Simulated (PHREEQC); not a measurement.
1 kg of water holding 0.0097 mol/kgw KCl, 0.6 mol/kgw KHCO3 and 0.25 mol/kgw K2CO3 is evaporated at 25 °C; the solids stay in contact with the brine. CO2 is held at log p = -3.4 (atm). The run lets Kalicinite, Sylvite precipitate or redissolve, and no other solid.

The series has 26 steps of water left (kg), from 1.004 to 0.003156.

The numbers come from PHREEQC with the Pitzer model, pitzer.dat.

Question: Which solids form, in which order, and at which step of the series does each first stand?

Answer: Kalicinite from water left = 0.09867 kg (pH 10.98); Sylvite from water left = 0.007015 kg (pH 10.95).
